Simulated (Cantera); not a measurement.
## CuO + CH4 + N2 (carbothermic reduction)

A closed system holds: 1 mol CuO, 0.67 mol CH4, 2.4 mol N2, at 2000 K.

These are equilibrium values from Cantera (NASA tables, ideal gas, pure condensed phases), not measurements of a reactor. Candidate condensed phases: C, C6H6, C7H8, C8H18, Cu, CuO, Cu(OH)2, Cu2O, H2O; 139 gas species. Kinetics and transport are ignored.

```tsv
P (Pa)	x N2	x H2	x Cu	x CO	x H2O	x H	n Cu(l)
10	0.428	0.157	0.179	0.112	0.0485	0.0645	0
36	0.435	0.174	0.181	0.114	0.0512	0.0357	0
130	0.439	0.183	0.183	0.115	0.0525	0.0193	0
460	0.441	0.188	0.184	0.116	0.0532	0.0104	0
1700	0.443	0.191	0.183	0.116	0.0536	0.00545	0
6000	0.504	0.219	0.0718	0.133	0.0611	0.00311	0.656
22000	0.533	0.232	0.0196	0.140	0.0647	0.00167	0.911
77000	0.541	0.236	0.00559	0.142	0.0657	0.000900	0.975
280000	0.543	0.237	0.00154	0.143	0.0660	0.000473	0.993
1000000	0.544	0.237	0.000431	0.143	0.0661	0.000251	0.998
```
x: gas mole fraction; n: condensed amount in mol.

From 10.0 Pa to 17.0 mbar nothing is condensed. From 60.0 mbar to 10.0 bar the condensed part is Cu(l). The main Cu-bearing gas is Cu throughout.
